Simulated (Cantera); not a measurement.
Feed: 1 mol SiCl4, 45 mol NH3, equilibrated at 13.0 Pa.

Method: chemical equilibrium by Gibbs-energy minimisation in Cantera with the NASA 1993 tables (ideal gas, pure condensed phases). Candidate condensed phases: NH4Cl, Si, Si3N4; 28 gas species. The tables' values for SiCl, SiN are old estimates; treat these amounts as uncertain. Rates play no part.

x: gas mole fraction; n: condensed amount in mol.

```json
[
 {"T (°C)": "802", "x H2": "0.717", "x N2": "0.239", "x H": "1.09e-6", "x HCl": "0.0438", "x Si": "<1e-12", "n Si3N4(s)": "0.333", "n Si(s)": "0"},
 {"T (°C)": "877", "x H2": "0.717", "x N2": "0.239", "x H": "5.54e-6", "x HCl": "0.0438", "x Si": "…", "n Si3N4(s)": "0.333", "n Si(s)": "0"},
 {"T (°C)": "952", "x H2": "0.717", "x N2": "0.239", "x H": "2.31e-5", "x HCl": "0.0436", "x Si": "…", "n Si3N4(s)": "0.330", "n Si(s)": "0"},
 {"T (°C)": "1027", "x H2": "0.717", "x N2": "0.239", "x H": "8.22e-5", "x HCl": "0.0429", "x Si": "…", "n Si3N4(s)": "0.320", "n Si(s)": "0"},
 {"T (°C)": "1102", "x H2": "0.718", "x N2": "0.240", "x H": "0.000255", "x HCl": "0.0408", "x Si": "…", "n Si3N4(s)": "0.288", "n Si(s)": "0"},
 {"T (°C)": "1177", "x H2": "0.718", "x N2": "0.241", "x H": "0.000703", "x HCl": "0.0361", "x Si": "…", "n Si3N4(s)": "0.218", "n Si(s)": "0"},
 {"T (°C)": "1252", "x H2": "0.715", "x N2": "0.244", "x H": "0.00175", "x HCl": "0.0332", "x Si": "…", "n Si3N4(s)": "0", "n Si(s)": "0.517"},
 {"T (°C)": "1327", "x H2": "0.713", "x N2": "0.244", "x H": "0.00403", "x HCl": "0.0327", "x Si": "…", "n Si3N4(s)": "0", "n Si(s)": "0.439"},
 {"T (°C)": "1402", "x H2": "0.707", "x N2": "0.243", "x H": "0.00857", "x HCl": "0.0321", "x Si": "…", "n Si3N4(s)": "0", "n Si(s)": "0.164"},
 {"T (°C)": "1477", "x H2": "0.696", "x N2": "0.241", "x H": "0.0170", "x HCl": "0.0350", "x Si": "…", "n Si3N4(s)": "0", "n Si(s)": "0"},
 {"T (°C)": "1552", "x H2": "0.680", "x N2": "0.238", "x H": "0.0319", "x HCl": "0.0376", "x Si": "…", "n Si3N4(s)": "0", "n Si(s)": "0"},
 {"T (°C)": "1627", "x H2": "0.658", "x N2": "0.235", "x H": "0.0564", "x HCl": "0.0379", "x Si": "…", "n Si3N4(s)": "0", "n Si(s)": "0"}
]
```

Q: Some entries are withheld; supply them.

A: 
- 877, x Si: 4.88e-12
- 952, x Si: 4.17e-10
- 1027, x Si: 2.11e-8
- 1102, x Si: 6.95e-7
- 1177, x Si: 1.58e-5
- 1252, x Si: 0.000145
- 1327, x Si: 0.000750
- 1402, x Si: 0.00334
- 1477, x Si: 0.00672
- 1552, x Si: 0.00858
- 1627, x Si: 0.00950
